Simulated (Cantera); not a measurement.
Feed: 1 mol SiH₂Cl₂, 0.48 mol C₂H₄, 2.3 mol H₂, 0.12 mol HCl, equilibrated at 1.00 bar.

Points: T (K) = 1200, 1225, 1250, 1275, 1300, 1325, 1350, 1375, 1400, 1425, 1450, 1475, 1500, 1525.

Cantera's Mixture.equilibrate('TP', solver="vcs", rtol=1e-11, max_steps=5000) on the NASA tables stopped like this:

```
3.003e-01  SiCL4 1.984e-02  SiHCL3 3.459e-03  SiCL3 3.316e-03  SiCL2 2.179e-03  CH4 1.687e-03  SiH2CL2 9.203e-05
   condensed (mol): C(gr) 0.1025  SiC(b) 0.8486
T = 1450 K  P = 100000 Pa  gas = 5.257 mol
   x: H2 6.624e-01  HCL 3.098e-01  SiCL4 1.701e-02  SiCL3 3.520e-03  SiHCL3 3.136e-03  SiCL2 2.660e-03  CH4 1.449e-03  SiH2CL2 8.949e-05
   condensed (mol): C(gr) 0.09123  SiC(b) 0.8611
T = 1475 K  P = 100000 Pa  gas = 5.272 mol
   x: H2 6.563e-01  HCL 3.181e-01  SiCL4 1.447e-02  SiCL3 3.691e-03  SiCL2 3.204e-03  SiHCL3 2.824e-03  CH4 1.252e-03  SiH2CL2 8.655e-05  H 1.051e-05
   condensed (mol): C(gr) 0.0813  SiC(b) 0.872
ERROR: FAILURE its = 5001!

*******************************************************************************
CanteraError thrown by MultiPhase::equilibrate:
VCS solver failed. Return code: -1
*******************************************************************************
```

### Question
What got this run through?

### Answer
One answer among several that fit: The failure is numerical, not chemical. The same input converged with solver="gibbs", rtol=1e-10, max_steps=50000, and the result passed a check of the equilibrium conditions:
```
T = 1200 K  P = 100000 Pa  gas = 5.027 mol
   x: H2 7.478e-01  HCL 1.813e-01  SiCL4 5.459e-02  CH4 8.835e-03  SiHCL3 6.125e-03  SiCL3 1.043e-03  SiCL2 1.749e-04  SiH2CL2 8.998e-05
   condensed (mol): C(gr) 0.2274  SiC(b) 0.6882
T = 1225 K  P = 100000 Pa  gas = 5.056 mol
   x: H2 7.389e-01  HCL 1.962e-01  SiCL4 5.024e-02  CH4 7.170e-03  SiHCL3 5.904e-03  SiCL3 1.257e-03  SiCL2 2.486e-04  SiH2CL2 9.264e-05
   condensed (mol): C(gr) 0.2157  SiC(b) 0.7081
T = 1250 K  P = 100000 Pa  gas = 5.084 mol
   x: H2 7.297e-01  HCL 2.109e-01  SiCL4 4.594e-02  CH4 5.854e-03  SiHCL3 5.654e-03  SiCL3 1.491e-03  SiCL2 3.466e-04  SiH2CL2 9.471e-05
   condensed (mol): C(gr) 0.2023  SiC(b) 0.7279
T = 1275 K  P = 100000 Pa  gas = 5.11 mol
   x: H2 7.203e-01  HCL 2.255e-01  SiCL4 4.172e-02  SiHCL3 5.380e-03  CH4 4.809e-03  SiCL3 1.744e-03  SiCL2 4.743e-04  SiH2CL2 9.616e-05
   condensed (mol): C(gr) 0.1879  SiC(b) 0.7475
T = 1300 K  P = 100000 Pa  gas = 5.135 mol
   x: H2 7.109e-01  HCL 2.396e-01  SiCL4 3.762e-02  SiHCL3 5.086e-03  CH4 3.975e-03  SiCL3 2.010e-03  SiCL2 6.375e-04  SiH2CL2 9.698e-05
   condensed (mol): C(gr) 0.173  SiC(b) 0.7666
T = 1325 K  P = 100000 Pa  gas = 5.158 mol
   x: H2 7.017e-01  HCL 2.533e-01  SiCL4 3.366e-02  SiHCL3 4.775e-03  CH4 3.306e-03  SiCL3 2.285e-03  SiCL2 8.421e-04  SiH2CL2 9.717e-05
   condensed (mol): C(gr) 0.1578  SiC(b) 0.7851
T = 1350 K  P = 100000 Pa  gas = 5.181 mol
   x: H2 6.929e-01  HCL 2.663e-01  SiCL4 2.988e-02  SiHCL3 4.452e-03  CH4 2.767e-03  SiCL3 2.560e-03  SiCL2 1.094e-03  SiH2CL2 9.674e-05
   condensed (mol): C(gr) 0.1429  SiC(b) 0.8027
T = 1375 K  P = 100000 Pa  gas = 5.202 mol
   x: H2 6.844e-01  HCL 2.785e-01  SiCL4 2.630e-02  SiHCL3 4.122e-03  SiCL3 2.828e-03  CH4 2.331e-03  SiCL2 1.398e-03  SiH2CL2 9.572e-05
   condensed (mol): C(gr) 0.1286  SiC(b) 0.8193
T = 1400 K  P = 100000 Pa  gas = 5.222 mol
   x: H2 6.764e-01  HCL 2.899e-01  SiCL4 2.294e-02  SiHCL3 3.789e-03  SiCL3 3.083e-03  CH4 1.977e-03  SiCL2 1.759e-03  SiH2CL2 9.413e-05
   condensed (mol): C(gr) 0.115  SiC(b) 0.8346
T = 1425 K  P = 100000 Pa  gas = 5.24 mol
   x: H2 6.691e-01  HCL 3.003e-01  SiCL4 1.984e-02  SiHCL3 3.459e-03  SiCL3 3.316e-03  SiCL2 2.179e-03  CH4 1.687e-03  SiH2CL2 9.203e-05
   condensed (mol): C(gr) 0.1025  SiC(b) 0.8486
T = 1450 K  P = 100000 Pa  gas = 5.257 mol
   x: H2 6.624e-01  HCL 3.098e-01  SiCL4 1.701e-02  SiCL3 3.520e-03  SiHCL3 3.136e-03  SiCL2 2.660e-03  CH4 1.449e-03  SiH2CL2 8.949e-05
   condensed (mol): C(gr) 0.09123  SiC(b) 0.8611
T = 1475 K  P = 100000 Pa  gas = 5.272 mol
   x: H2 6.563e-01  HCL 3.181e-01  SiCL4 1.447e-02  SiCL3 3.691e-03  SiCL2 3.204e-03  SiHCL3 2.824e-03  CH4 1.252e-03  SiH2CL2 8.655e-05  H 1.051e-05
   condensed (mol): C(gr) 0.0813  SiC(b) 0.872
T = 1500 K  P = 100000 Pa  gas = 5.286 mol
   x: H2 6.510e-01  HCL 3.254e-01  SiCL4 1.220e-02  SiCL3 3.824e-03  SiCL2 3.807e-03  SiHCL3 2.528e-03  CH4 1.089e-03  SiH2CL2 8.331e-05  H 1.420e-05
   condensed (mol): C(gr) 0.0728  SiC(b) 0.8814
T = 1525 K  P = 100000 Pa  gas = 5.298 mol
   x: H2 6.464e-01  HCL 3.317e-01  SiCL4 1.021e-02  SiCL2 4.468e-03  SiCL3 3.919e-03  SiHCL3 2.250e-03  CH4 9.532e-04  SiH2CL2 7.983e-05  H 1.902e-05
   condensed (mol): C(gr) 0.06575  SiC(b) 0.8891
```

The gas is ideal and each condensed phase is pure. The tables' values for SiCl3 are old estimates; treat these amounts as uncertain.
